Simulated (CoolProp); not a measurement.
Properties of propylene at several states (Tc = 364.2 K, pc = 4555 kPa, ω = 0.146).

Values from CoolProp's reference Helmholtz-energy equation of state, Lemmon 2013.

```tsv
T (K)	p (kPa)	phase	Z	cp (kJ/(kg K))	cv (kJ/(kg K))	speed of sound (m/s)	viscosity (µPa s)
237.5	18.1	gas	0.9947	1.323	___	234.1	___
450.8	18	gas	0.9993	2.095	1.896	313.4	12.8
259.4	25.6	gas	0.9944	1.399	1.197	___	___
406.2	3060	gas	___	2.259	1.803	257.8	13.2
136.2	12.2	liquid	0.0006358	___	1.387	___	867
```

Task: Complete the blanks.

Result: 
- 237.5, cv (kJ/(kg K)): 1.121
- 237.5, viscosity (µPa s): 6.77
- 259.4, speed of sound (m/s): 243.4
- 259.4, viscosity (µPa s): 7.42
- 406.2, Z: 0.8208
- 136.2, cp (kJ/(kg K)): 2.073
- 136.2, speed of sound (m/s): 1750

Viscosity comes from a separate model (Huber 2003), an estimate that may be off by 10 % or more.
